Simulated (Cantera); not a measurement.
A perfectly stirred reactor is fed with 9.97 % CH₄, 7.58 % H₂, 22.9 % O₂, 59.5 % N₂, at 8.90 bar; it is adiabatic with a 625 K inlet, and is followed from long to short residence time, starting on the burning branch (τ in s: 0.17, 0.073, 0.031, 0.013, 0.0055, 0.0024, 0.001, 0.00042, 0.00018, 7.6e-05, 3.2e-05, 1.4e-05).

Computed with Cantera and GRI-Mech 3.0 (53 species, 325 reactions).

**Question.** Predict: blow-out, bracketed by the residence times tried; x(CH₄) at τ = 0.170 s; x(H₂) at τ = 0.170 s; x(O₂) at τ = 0.170 s; x(CH₂) at τ = 0.170 s; x(CH₄) at τ = 1.00 ms; x(H₂) at τ = 1.00 ms; x(O₂) at τ = 1.00 ms; x(CH₂) at τ = 1.00 ms.

**Answer.** 
- blow-out, bracketed by the residence times tried: burning at 14.0 µs, the shortest tried
- x(CH₄) at τ = 0.170 s: 5.78e-8
- x(H₂) at τ = 0.170 s: 0.0154
- x(O₂) at τ = 0.170 s: 0.00852
- x(CH₂) at τ = 0.170 s: 4.76e-9
- x(CH₄) at τ = 1.00 ms: 9.12e-6
- x(H₂) at τ = 1.00 ms: 0.0157
- x(O₂) at τ = 1.00 ms: 0.00974
- x(CH₂) at τ = 1.00 ms: 7.61e-7
